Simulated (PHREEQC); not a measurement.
## Metal-bearing waste water: an equilibrium model

Dissolve 0.033 mol Al2(SO4)3, 0.00029 mol MgSO4, 0.2 mol H2SO4 and 0.037 mol NaCl per kg of water at 48 °C. Closed to the air; pH follows from the charge balance.

The numbers come from PHREEQC with the ion-association model, wateq4f.dat.

Each row changes one thing in this solution. Precipitation was switched off in this run.

```tsv
case	pH	ionic strength (mol/kgw)	HSO4- (mol/kgw)	AlSO4+ (mol/kgw)	SO4-2 (mol/kgw)	Al+3 (mol/kgw)	SI of Halite (NaCl)	SI of Mirabilite (Na2SO4:10H2O)
as made	0.84	0.377	0.209	0.0426	0.0268	0.0129	-4.85	-5.35
MgSO4 left out	0.84	0.377	0.209	0.0426	0.0268	0.0129	-4.84	-5.36
0.0053 mol/kgw TMAH added	0.85	0.378	0.208	0.0427	0.0273	0.0127	-4.85	-5.35
MgSO4 from 0.00029 to 0.000261 mol/kgw	0.84	0.377	0.209	0.0426	0.0268	0.0129	-4.85	-5.35
temperature from 48 to 45 °C	0.83	0.379	0.207	0.0427	0.0281	0.0125	-4.84	-5.21
temperature from 48 to 50 °C	0.84	0.377	0.211	0.0426	0.0260	0.0132	-4.85	-5.45
H2SO4 left out	3.66	0.153	0.000402	0.0453	0.0262	0.00726	-4.78	-5.14
H2SO4 replaced by NiSO4 at the same molality	3.99	0.472	0.000526	0.0365	0.101	0.00344	-4.92	-4.88
```

Species that the database lacks are ignored. Some of these states are supersaturated (in Boehmite (slow to form), Gibbsite (slow to form), for instance). (CH3)4N+ isn't in the database: it is added as a free cation with an ion size of 4 Å. Away from 25 °C the constants follow the database's enthalpies or fits; those with neither stay at their 25 °C values.
